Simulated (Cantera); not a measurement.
Cantera run, input and output.

```python
import numpy as np
import cantera as ct

gas = ct.Solution("gri30.yaml")
gas.TPX = 1100, 84000, {'N2O': 1, 'H2O': 0.029}
reactor = ct.IdealGasConstPressureReactor(gas, energy="off", clone=False)
net = ct.ReactorNet([reactor])
net.rtol, net.atol = 1e-08, 1e-18
show = ['N2O', 'NO2', 'NO', 'O', 'N2', 'O2']
times = np.geomspace(2e-06, 20, 14)

steps = ct.SolutionArray(gas, extra=["t"])
rows = []
print(f"{'t/s':>10s}{'T/K':>9s}{'P/Pa':>11s}" + "".join(f"{s:>11s}" for s in show))
for t in times:
    while net.time < t:
        t_next = net.step()
        steps.append(gas.state, t=t_next)
    rows.append([np.interp(t, steps.t, y) for y in (steps.T, steps.P, *steps(*show).X.T)])
    print(f"{t:10.3e}{rows[-1][0]:9.1f}{rows[-1][1]:11.4g}" + "".join(f"{x:11.3e}" for x in rows[-1][2:]))
rate = np.gradient(steps.T, steps.t)
print("integrator steps:", len(steps.t))
if steps.T.max() > steps.T[0] + 200:
    print(f"time of steepest temperature rise: {steps.t[rate.argmax()]:.4e} s")
gas.TPX = 1100, 84000, {'N2O': 1, 'H2O': 0.029}
gas.equilibrate("TP")
print(f"equilibrium (TP): T = {gas.T:.1f} K  " + "  ".join(f"{s} {gas[s].X[0]:.3e}" for s in show))
```

Result:

```
       t/s      T/K       P/Pa        N2O        NO2         NO          O         N2         O2
 2.000e-06   1100.0    8.4e+04  9.718e-01  1.412e-17  8.335e-10  6.187e-08  7.380e-08  5.692e-09
 6.910e-06   1100.0    8.4e+04  9.718e-01  1.488e-15  8.570e-09  1.712e-07  2.939e-07  5.852e-08
 2.388e-05   1100.0    8.4e+04  9.718e-01  9.083e-14  6.653e-08  3.155e-07  1.268e-06  4.543e-07
 8.249e-05   1100.0    8.4e+04  9.718e-01  2.786e-12  3.288e-07  3.495e-07  5.059e-06  2.246e-06
 2.850e-04   1100.0    8.4e+04  9.718e-01  1.456e-10  1.251e-06  3.495e-07  1.830e-05  8.544e-06
 9.848e-04   1100.0    8.4e+04  9.717e-01  1.423e-08  4.419e-06  3.491e-07  6.437e-05  3.033e-05
 3.403e-03   1100.0    8.4e+04  9.715e-01  7.768e-07  1.463e-05  3.481e-07  2.249e-04  1.063e-04
 1.176e-02   1100.0    8.4e+04  9.706e-01  1.040e-05  4.278e-05  3.469e-07  7.849e-04  3.720e-04
 4.062e-02   1100.0    8.4e+04  9.677e-01  5.800e-05  1.240e-04  3.408e-07  2.728e-03  1.288e-03
 1.403e-01   1100.0    8.4e+04  9.576e-01  1.916e-04  4.152e-04  3.233e-07  9.350e-03  4.426e-03
 4.849e-01   1100.0    8.4e+04  9.242e-01  3.669e-04  1.570e-03  3.004e-07  3.122e-02  1.494e-02
 1.675e+00   1100.0    8.4e+04  8.218e-01  4.784e-04  5.307e-03  2.766e-07  9.825e-02  4.744e-02
 5.789e+00   1100.0    8.4e+04  5.725e-01  5.061e-04  1.399e-02  2.346e-07  2.616e-01  1.269e-01
 2.000e+01   1100.0    8.4e+04  2.195e-01  4.644e-04  2.415e-02  1.424e-07  4.941e-01  2.407e-01
integrator steps: 1308
equilibrium (TP): T = 1100.0 K  N2O 6.095e-09  NO2 3.166e-06  NO 9.717e-05  O 1.567e-09  N2 6.540e-01  O2 3.270e-01
```

Detailed kinetics in Cantera: GRI-Mech 3.0 (53 species, 325 reactions). GRI-Mech 3.0 was tuned for natural gas; its chemistry of N2O as a main component is partial and can be far from experiment. The mechanism lacks the step 2 NO + O2 → 2 NO2, which can matter for NO2 below about 1400 K. The temperature is held fixed by assumption; the heat of reaction is taken as removed at once.
